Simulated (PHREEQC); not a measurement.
A solution holds 1.7 mmol/kgw HF, 0.0067 mmol/kgw NaF, 0.019 mmol/kgw H4SiO4 and 0.83 mmol/kgw H3PO4, at 44 °C. Closed to the air; pH follows from the charge balance.

The numbers come from PHREEQC with the ion-association model, phreeqc.dat.

No solid was allowed to form.

Q: Order these F species by the share of F that they hold, largest first: F-, HF2-, HF.

A: HF (70 %), F- (30 %), HF2- (0.30 %)

The pH is 2.94 and the ionic strength 0.00120 mol/kgw. Species that the database lacks are ignored. At this temperature some constants are extrapolated from 25 °C, and those without enthalpy data are left unchanged. SiF6-2 is the database's only silicon fluoride.
